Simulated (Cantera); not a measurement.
## Equilibrium for silicates and aluminates: SiO2 + MgCl2 + O2

Input: 1 mol SiO2, 0.25 mol MgCl2, 9.5 mol O2, equilibrated at 1700 K and 1.00 Torr.

These are equilibrium values from Cantera (NASA tables, ideal gas, pure condensed phases), not measurements of a reactor. Candidate condensed phases: Mg, MgCl2, MgO, MgSiO3, Mg2SiO4, Si, SiO2; 20 gas species. Mutual solubility and eutectic melting of coexisting phases are not modelled. The tables hold silica as quartz up to 1696 K and as liquid above; real silica turns to tridymite and cristobalite and melts near 1996 K. Condensed phases not in the tables: alloys, solid solutions and most ternary compounds. The numbers say what is thermodynamically allowed, not how fast it happens.

- x(O2) = 0.949
- x(Cl) = 0.0498
- x(O) = 0.00119
- x(MgCl2) = 0.000310
- x(Cl2) = 8.95e-5
- x(ClO) = 3.47e-5
- n(MgSiO3(s)) = 0.247 mol
- n(SiO2(condensed)) = 0.753 mol
- gas amount = 9.878 mol
- log10 activity of Mg(l) (absent) = -12.20
- log10 activity of Si(l) (absent) = -15.81
